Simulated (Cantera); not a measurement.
**Equilibrium for sublimation and decomposition of ceramics: TiC + C + H2**

A closed system holds: 1 mol TiC, 0.37 mol C, 0.027 mol H2, at 2100 K.

These are equilibrium values from Cantera (NASA tables, ideal gas, pure condensed phases), not measurements of a reactor. Candidate condensed phases: C, C6H6, C7H8, C8H18, Ti, TiC; 77 gas species. TiC: taken at fixed stoichiometry. Equilibrium is a limit: real reactors are often held back by kinetics, nucleation or transport.

| P (Pa) | x H2 | x H | x CH4 | x C2H2 (acetylene) | x Ti | n C(graphite) | n TiC(s) |
|---|---|---|---|---|---|---|---|
| 1 | 0.386 | 0.612 | 4.93e-10 | 0.000558 | 0.000481 | 0.370 | 1.000 |
| 16 | 0.781 | 0.218 | 3.22e-8 | 0.00113 | 3.01e-5 | 0.370 | 1.000 |
| 250 | 0.938 | 0.0604 | 7.26e-7 | 0.00136 | 1.92e-6 | 0.370 | 1.00 |
| 4000 | 0.983 | 0.0154 | 1.28e-5 | 0.00142 | 1.20e-7 | 0.370 | 1.00 |
| 63000 | 0.994 | 0.00391 | 0.000206 | 0.00144 | 7.64e-9 | 0.370 | 1.00 |
| 1000000 | 0.994 | 0.000982 | 0.00326 | 0.00144 | 4.81e-10 | 0.370 | 1.00 |
x: gas mole fraction; n: condensed amount in mol.

From 1.00 Pa to 1000000 Pa the condensed part is C(graphite) + TiC(s).
